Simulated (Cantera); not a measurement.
What does this Cantera script print?

```python
import numpy as np
import cantera as ct

gas = ct.Solution("gri30.yaml", transport_model="mixture-averaged")
show = ['C2H2', 'H', 'NO']

rows = []
print(f"{'T/K':>7s}{'rho':>11s}{'cp':>10s}{'mu':>11s}{'lambda':>11s}{'Pr':>7s}" + "".join(f"{'D_' + s:>11s}" for s in show))
for T in [400, 650, 900, 1150, 1400, 1650, 1900, 2150]:
    gas.TPX = T, 4300, {'C2H2': 0.37, 'N2': 0.091}
    Pr = gas.cp_mass * gas.viscosity / gas.thermal_conductivity
    D = [gas.mix_diff_coeffs_mole[gas.species_index(s)] for s in show]
    rows.append([gas.density, gas.cp_mass, gas.viscosity, gas.thermal_conductivity, Pr, *D])
    print(f"{T:7g}{gas.density:11.4e}{gas.cp_mass:10.1f}{gas.viscosity:11.4e}"
          f"{gas.thermal_conductivity:11.4e}{Pr:7.3f}" + "".join(f"{d:11.4e}" for d in D))
print("SI units: kg/m3, J/kg/K, Pa s, W/m/K, m2/s")
```

Output:

```
    T/K        rho        cp         mu     lambda     Pr     D_C2H2        D_H       D_NO
    400 3.4170e-02    1745.6 1.4967e-05 3.5104e-02  0.744 6.6122e-04 3.8421e-03 6.7522e-04
    650 2.1027e-02    2035.8 2.1889e-05 5.9271e-02  0.752 1.5422e-03 9.0528e-03 1.5696e-03
    900 1.5186e-02    2237.5 2.7653e-05 8.2050e-02  0.754 2.6825e-03 1.5816e-02 2.7264e-03
   1150 1.1885e-02    2399.7 3.2732e-05 1.0374e-01  0.757 4.0510e-03 2.3939e-02 4.1147e-03
   1400 9.7627e-03    2526.7 3.7352e-05 1.2438e-01  0.759 5.6280e-03 3.3300e-02 5.7146e-03
   1650 8.2835e-03    2625.6 4.1641e-05 1.4399e-01  0.759 7.3994e-03 4.3813e-02 7.5118e-03
   1900 7.1936e-03    2702.5 4.5678e-05 1.6261e-01  0.759 9.3545e-03 5.5415e-02 9.4955e-03
   2150 6.3571e-03    2762.7 4.9515e-05 1.8027e-01  0.759 1.1485e-02 6.8056e-02 1.1657e-02
SI units: kg/m3, J/kg/K, Pa s, W/m/K, m2/s
```

Model: GRI-Mech 3.0 (53 species, 325 reactions), integrated in Cantera. The composition is frozen, though it would react at the higher temperatures.
